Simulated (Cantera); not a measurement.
What does this Cantera script print?

```python
import numpy as np
import cantera as ct

gas_names = [...]  # 130 gases of nasa_gas.yaml made of C, H, Mg, O, S
cond_names = """
    C(gr) C6H6(L) C7H8(L) C8H18(L),n-octa H2O(s) H2O(L) H2SO4(L) Mg(cr) Mg(L) MgCO3(s) MgO(s) MgO(L)
    MgO2H2(s) MgS(s) MgSO4(s) MgSO4(L) S(cr1) S(cr2) S(L)
""".split()


# ... load() reads the species with a 1 bar reference pressure and builds the phases ...
atoms = {
    'MgO': {'Mg': 1, 'O': 1},
    'H2S': {'H': 2, 'S': 1},
    'CO2': {'C': 1, 'O': 2},
}
top_T = {'C(gr)': 4500, 'MgS(s)': 2250}  # K; cautious upper limits of use, not melting points


# ... equilibrate(T, P, feed) seeds the gas with the atoms and calls Mixture.equilibrate('TP', solver="vcs", rtol=1e-11, max_steps=5000) ...
results = []
feed = {'MgO': 1, 'H2S': 0.56, 'CO2': 0.11}  # mol
T = 650  # K
P = 710000  # Pa
mix = equilibrate(T, P, feed)
results.append((T, P, feed, dict(zip(mix.species_names, mix.species_moles))))
print(gas.report(threshold=0.0001))
for i in range(1, mix.n_phases):
    print(f"{mix.phase(i).name:16s} {mix.phase_moles(i):12.5e} mol")
```

Result:

```
       temperature   650 K
          pressure   7.1e+05 Pa
           density   4.5755 kg/m^3
  mean mol. weight   34.828 kg/kmol
   phase of matter   gas

                          1 kg             1 kmol
                     ---------------   ---------------
          enthalpy       -1.0157e+06       -3.5376e+07  J
   internal energy       -1.1709e+06        -4.078e+07  J
           entropy            6375.1        2.2203e+05  J/K
    Gibbs function       -5.1596e+06        -1.797e+08  J
 heat capacity c_p            1163.1             40509  J/K
 heat capacity c_v            924.39             32194  J/K

                      mass frac. Y      mole frac. X     chem. pot. / RT
                     ---------------   ---------------   ---------------
                CO        0.00016464        0.00020471           -51.601
               COS          0.019238          0.011154             -57.3
               CO2          0.081564          0.064548           -100.48
               CS2          0.001009        0.00046157           -14.118
                H2        3.5208e-05        0.00060824           -21.997
               H2O         0.0063659          0.012307           -70.878
               H2S           0.89082           0.91047           -27.696
                S2        0.00031045        0.00016863           -11.398
     [ +122 minor]        0.00048977        7.8258e-05

C(gr)             0.00000e+00 mol
H2SO4(L)          0.00000e+00 mol
Mg(cr)            0.00000e+00 mol
MgCO3(s)          6.36790e-02 mol
MgO(s)            9.36321e-01 mol
MgO2H2(s)         0.00000e+00 mol
MgS(s)            0.00000e+00 mol
MgSO4(s)          0.00000e+00 mol
S(L)              0.00000e+00 mol
```

These are equilibrium values from Cantera (NASA tables, ideal gas, pure condensed phases), not measurements of a reactor. Gases not in the tables: S3 to S7.
